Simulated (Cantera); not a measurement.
An isothermal, constant-pressure homogeneous reactor starts with 19.7 % CH₄, 44.6 % CO₂, 35.7 % H₂, at 2100 K and 29.0 bar.

Model: GRI-Mech 3.0 (53 species, 325 reactions), integrated in Cantera. The pressure lies above the range GRI-Mech 3.0 was tuned for (to about 10 atm).

x: mole fraction; the columns are a selection and need not sum to one.

```
t (s)        x CH₄   x CO₂   x H₂    x C₂H₆   x CH₂O   x CO
--------  --------  ------  -----  --------  -------  -----
0.000300    0.0175  0.0652  0.275       [?]  1.01e-5  0.344
0.000663    0.0139  0.0537  0.310       [?]  6.37e-6  0.374
0.00147    0.00974  0.0432  0.347       [?]  4.02e-6  0.402
0.00324    0.00483  0.0359  0.376       [?]  2.73e-6  0.421
0.00717   0.000927  0.0328  0.390       [?]  2.10e-6  0.428
0.0158     1.22e-5  0.0324  0.392  7.50e-12  1.97e-6  0.429
0.0350     3.58e-6  0.0324  0.392    <1e-12  1.97e-6  0.429
0.0775     3.58e-6  0.0324  0.392    <1e-12  1.97e-6  0.429
0.171      3.58e-6  0.0324  0.392    <1e-12  1.97e-6  0.429
0.379      3.58e-6  0.0324  0.392    <1e-12  1.97e-6  0.429
0.837      3.58e-6  0.0324  0.392    <1e-12  1.97e-6  0.429
1.85       3.58e-6  0.0324  0.392    <1e-12  1.97e-6  0.429
4.09       3.58e-6  0.0324  0.392    <1e-12  1.97e-6  0.429
9.05       3.58e-6  0.0324  0.392    <1e-12  1.97e-6  0.429
20.0       3.58e-6  0.0324  0.392    <1e-12  1.97e-6  0.429
```

Problem. Fill in the missing entries.

Solution. 
- 0.000300, x C₂H₆: 1.49e-5
- 0.000663, x C₂H₆: 8.61e-6
- 0.00147, x C₂H₆: 3.88e-6
- 0.00324, x C₂H₆: 9.15e-7
- 0.00717, x C₂H₆: 3.51e-8
